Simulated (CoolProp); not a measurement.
Properties of normal hydrogen along the isobar 3.94 MPa (Tc = 33.1 K, pc = 1.296 MPa, ω = -0.219).

The numbers come from the reference Helmholtz-energy equation of state, Leachman 2009 in CoolProp.

| T (K) | phase | cv (kJ/(kg K)) | speed of sound (m/s) | viscosity (µPa s) | conductivity (mW/(m K)) | fugacity coefficient |
|---|---|---|---|---|---|---|
| 24.3 | liquid | 5.952 | 1202 | 13.1 | 111 | 0.1010 |
| 61.2 | supercritical | 6.591 | 682.2 | 3.56 | 63.0 | 0.8603 |
| 98.1 | supercritical | 7.148 | 843.0 | 4.36 | 77.3 | 0.9937 |
| 135 | supercritical | 8.164 | 958.2 | 5.29 | 98.7 | 1.021 |
| 171.9 | supercritical | 9.001 | 1057 | 6.18 | 122 | 1.027 |
| 208.8 | supercritical | 9.571 | 1149 | 7.03 | 144 | 1.027 |
| 245.8 | supercritical | 9.933 | 1234 | 7.84 | 164 | 1.026 |
| 282.7 | supercritical | 10.15 | 1315 | 8.62 | 183 | 1.024 |

Viscosity comes from a separate model (Muzny 2013). Thermal conductivity comes from a separate model (Assael 2011).
